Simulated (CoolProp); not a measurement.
The fluid at 293.15 K and 0.0324 MPa is compressed adiabatically to 0.209 MPa with isentropic efficiency 0.6. The same conditions are run with several fluids, on thermodynamics alone (safety and materials aside).

Computed with CoolProp (reference Helmholtz-energy equation of state of each fluid (R1233zd(E): Akasaka 2022; R152A: Outcalt 1996; R404A: Lemmon 2003; ethane: Bücker 2006; methane: Setzmann 1991)). Blends and air are pseudo-pure fits.

Rank R1233zd(E), R152A, R404A, ethane, methane by work (kJ/kg), highest first.

methane (584), ethane (289), R152A (127), R404A (84.1), R1233zd(E) (61.0)

| fluid | final temperature (K) | final density (kg/m³) |
|---|---|---|
| R1233zd(E) | 369.2 | 9.24 |
| R152A | 405.9 | 4.15 |
| R404A | 384.4 | 6.47 |
| ethane | 436.6 | 1.74 |
| methane | 520.7 | 0.774 |
